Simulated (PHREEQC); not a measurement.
0.038 g of hydrous ferric oxide (600 m²/g; 0.2 weak and 0.005 strong sites per Fe, Dzombak-Morel constants, diffuse double layer) in 1 kg of water with 0.3 mol/kgw of an inert sodium salt and 1.4e-06 mol/kgw SrCl2 and 3.9e-07 mol/kgw Ag2SO4, at 25 °C; the pH is set by adding NaOH or the inert anion's acid. O2 is buffered at 0.21 atm. CO2 from the air is kept out. Nothing may precipitate in this run.

The series has 13 steps of pH, from 4 to 10.

Model: ion-association model, wateq4f.dat, run in PHREEQC.

Q: Near which pH is half of the Sr sorbed, and on which side is more sorbed?

A: Near pH 9.4, with more sorbed at higher pH.

Q: Near which pH is half of the Ag sorbed, and on which side is more sorbed?

A: Near pH 7.7, with more sorbed at higher pH.
